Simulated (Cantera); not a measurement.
A closed system holds: 1 mol HMDSO, a varied amount of H2O, equilibrated at 1777 °C and 0.0133 bar.

These are equilibrium values from Cantera (NASA tables, ideal gas, pure condensed phases), not measurements of a reactor. Candidate condensed phases: C, C6H6, C7H8, C8H18, H2O, Si, SiC, SiO2; 123 gas species. The feed counts by its element totals alone. Gases not in the tables: Si2H6 and higher silanes. Rates play no part.

Which condensed phases are stable at each of these points (n(H2O) (mol)): 0.5, 1.1, 1.7, 2.2, 2.8, 3.4, 4, 4.6, 5.2, 5.7, 6.3, 6.9?


```json
[
 {"n(H2O) (mol)": "0.5", "condensed phases": "C(graphite) + SiC(s)", "Si condensed (%)": "99.0"},
 {"n(H2O) (mol)": "1.1", "condensed phases": "C(graphite) + SiC(s)", "Si condensed (%)": "98.6"},
 {"n(H2O) (mol)": "1.7", "condensed phases": "C(graphite) + SiC(s)", "Si condensed (%)": "98.3"},
 {"n(H2O) (mol)": "2.2", "condensed phases": "C(graphite) + SiC(s)", "Si condensed (%)": "98.0"},
 {"n(H2O) (mol)": "2.8", "condensed phases": "C(graphite) + SiC(s)", "Si condensed (%)": "97.7"},
 {"n(H2O) (mol)": "3.4", "condensed phases": "SiC(s)", "Si condensed (%)": "89.4"},
 {"n(H2O) (mol)": "4", "condensed phases": "SiC(s)", "Si condensed (%)": "74.3"},
 {"n(H2O) (mol)": "4.6", "condensed phases": "SiC(s)", "Si condensed (%)": "59.1"},
 {"n(H2O) (mol)": "5.2", "condensed phases": "SiC(s)", "Si condensed (%)": "43.9"},
 {"n(H2O) (mol)": "5.7", "condensed phases": "SiC(s)", "Si condensed (%)": "31.3"},
 {"n(H2O) (mol)": "6.3", "condensed phases": "SiC(s)", "Si condensed (%)": "16.1"},
 {"n(H2O) (mol)": "6.9", "condensed phases": "SiC(s)", "Si condensed (%)": "1.0"}
]
```

From 0.5 mol H2O to 2.8 mol H2O the condensed part is C(graphite) + SiC(s). From 3.4 mol H2O to 6.9 mol H2O the condensed part is SiC(s).
